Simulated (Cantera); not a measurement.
Feed: 1 mol Fe2O3, 3 mol C, 0.35 mol CO.

Cantera equilibrium calculation (NASA polynomials, part measured and part estimated; ideal gas, pure solids and liquids). Candidate condensed phases: C, Fe, Fe(CO)5, FeO, Fe2O3, Fe3O4; 15 gas species. Iron dissolves carbon and melts from about 1420 K in contact with it, which pure phases cannot show. Condensed phases not in the tables: cementite and carbon dissolved in iron. The numbers say what is thermodynamically allowed, not how fast it happens.

Stable condensed phases, one row left out:

```
T in K \ P in Pa
              10      42     180     750    3200   13000   56000  240000 1000000
   2400        A       A       A       A       A       B       B       B       B
   2300        A       A       A       A       B       B       B       B       B
   2250        A       A       A       A       B       B       B       B       B
   2200        A       A       A       B       B       B       B       B       C
   2150        A       A       A       B       B       B       B       B       C
   2100        A       A       A       B       B       B       B       B       C
   2050        A       A       B       B       B       B       B       B       C
   2000        A       A       B       B       B       B       B       B       C
   1950        A       A       B       B       B       B       B       B       C
```

A: gas only; B: Fe; C: C + Fe.

Give the row for 2350 K.

10: gas only; 42: gas only; 180: gas only; 750: gas only; 3200: Fe; 13000: Fe; 56000: Fe; 240000: Fe; 1000000: Fe.
